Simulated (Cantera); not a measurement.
A perfectly stirred reactor is fed with 2.66 % CH₄, 95.1 % H₂, 2.19 % H, at 30.0 Torr; it is held at 2150 K, and followed from long to short residence time.

Computed with Cantera and GRI-Mech 3.0 (53 species, 325 reactions). GRI-Mech 3.0 stops at C3 and has no aromatics, soot or wall deposition, so with more carbon than oxygen in the feed, carbon stays in small species such as C2H2 where larger ones or solid carbon would form. Radical loss at walls, strong at low pressure, is not modelled.

One state of this run: x CH₄ = 0.000756; x H₂ = 0.968; x H = 0.0185; x C₂H = 7.14e-6; x CH₂ = 7.19e-6; x CH₃ = 0.000278; x C₂H₄ = 2.31e-6. x: mole fraction; the columns are a selection and need not sum to one.

Which value of τ (s) does it belong to?
A. 3.0
B. 0.14
C. 0.39
D. 1.1

C, 0.39
